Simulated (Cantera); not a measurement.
A closed system holds: 1 mol Ti(OiPr)4, 0.75 mol H2O, 260 mol H2, at 2098.15 K and 38.0 Pa.

Cantera equilibrium calculation (NASA polynomials, part measured and part estimated; ideal gas, pure solids and liquids). Candidate condensed phases: C, C6H6, C7H8, C8H18, H2O, Ti, TiC, TiO, TiO2, Ti2O3, Ti3O5, Ti4O7; 113 gas species. The feed counts by its element totals alone. TiC: taken at fixed stoichiometry. Rates play no part.

Base state: H2 0.838, H 0.145, CO 0.0158, C2H2 (acetylene) 0.00120, Ti 1.23e-5 (mole fractions); condensed: C(graphite) + TiC(s).

### Question
What changes in the equilibrium state with this change: Ti(OiPr)4 replaced by TiCl4?

### Answer
```csv
species,before,after
H2,0.838,0.838
H,0.145,0.145
HCl,0,0.0122
CO,0.0158,0
TiO,<1e-9,0.00250
Cl,0,0.00155
C2H2 (acetylene),0.00120,0
TiCl,0,0.000243
H2O,<1e-9,0.000100
"C(graphite), mol",5.53,0
"TiC(s), mol",0.996,0
```
The tables' values for TiCl2 are old estimates; treat these amounts as uncertain. Further candidate phases: TiCl2, TiCl3, TiCl4.

### Question
What changes in the equilibrium state with this change: pressure from 38.0 Pa to 5.80 mbar?

### Answer
| species | before | after |
|---|---|---|
| H2 | 0.838 | 0.943 |
| H | 0.145 | 0.0393 |
| CO | 0.0158 | 0.0167 |
| Ti | 1.23e-5 | 8.03e-7 |
| C2H2 (acetylene) | 0.00120 | 0.00135 |
| C(graphite), mol | 5.53 | 5.48 |
| TiC(s), mol | 0.996 | 1.000 |
